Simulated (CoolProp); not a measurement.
Vapour-liquid equilibrium of carbon dioxide (1) + ethane (2) at -44.05 °C; x and y are mole fractions of (1).

The numbers come from the multi-fluid Helmholtz-energy mixture model, Span 1996 and Bücker 2006; pair parameters Kunz 2012 in CoolProp.

Task: Give the bubble pressure and the first vapour's composition at x = 0.275, 0.875, 0.95. Is there an azeotrope?

Result: x = 0.275: 9.858 bar, y = 0.440; x = 0.875: 10.27 bar, y = 0.774; x = 0.95: 9.515 bar, y = 0.877. y crosses x between x = 0.575 and 0.65: the model has an azeotrope there.

Pair parameters are fitted to limited data, so mixtures are less certain than the pure fluids.
